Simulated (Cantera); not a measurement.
Charge: 1 mol B₂H₆, 1.4 mol H₂O, at 5.18 Torr.

Cantera equilibrium calculation (NASA polynomials, part measured and part estimated; ideal gas, pure solids and liquids). Candidate condensed phases: B, B₂O₃, B₃O₃H₃, H₂O; 23 gas species. The feed counts by its element totals alone. Mutual solubility and eutectic melting of coexisting phases are not modelled. Kinetics and transport are ignored.

Question: At 1325 K, list the 5 most abundant gas species with their mole fractions, and the condensed phases.

Answer: H₂ 0.994, HBO 0.00496, B₃O₃H₃ 0.000575, B₂O₂ 0.000316, HBO₂ 7.90e-5. Condensed: B(s) + B₂O₃(l).
